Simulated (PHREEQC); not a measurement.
Polishing slurry liquid

A solution holds 0.95 mmol/kgw K2CO3, 12 mmol/kgw KNO3 and 16 mmol/kgw KH2PO4, at 25 °C. Closed to the air; pH follows from the charge balance.

Computed with PHREEQC (ion-association model, wateq4f.dat).

| Item | Result |
|---|---|
| pH | 6.02 |
| ionic strength | 0.0314 mol/kgw |
| total alkalinity | 1.90 meq/kg |

```json
[
 {"species": "K+", "molality": "0.0299", "activity": "0.0251", "log γ": "-0.075"},
 {"species": "H2PO4-", "molality": "0.0144", "activity": "0.0123", "log γ": "-0.069"},
 {"species": "NO3-", "molality": "0.0120", "activity": "0.0100", "log γ": "-0.077"},
 {"species": "HPO4-2", "molality": "0.00152", "activity": "0.000798", "log γ": "-0.280"},
 {"species": "CO2", "molality": "0.000614", "activity": "0.000618", "log γ": "0.003"},
 {"species": "HCO3-", "molality": "0.000336", "activity": "0.000287", "log γ": "-0.069"},
 {"species": "KHPO4-", "molality": "4.59e-5", "activity": "3.91e-5", "log γ": "-0.069"},
 {"species": "H3PO4", "molality": "1.73e-6", "activity": "1.74e-6", "log γ": "0.003"},
 {"species": "H+", "molality": "1.10e-6", "activity": "9.58e-7", "log γ": "-0.059"},
 {"species": "CO3-2", "molality": "2.64e-8", "activity": "1.40e-8", "log γ": "-0.275"},
 {"species": "OH-", "molality": "1.24e-8", "activity": "1.04e-8", "log γ": "-0.075"},
 {"species": "PO4-3", "molality": "1.60e-9", "activity": "3.76e-10", "log γ": "-0.630"}
]
```

This is a speciation only: nothing precipitates in the calculation. H3PO4, which wateq4f.dat lacks, is added to it with the constant of phreeqc.dat.
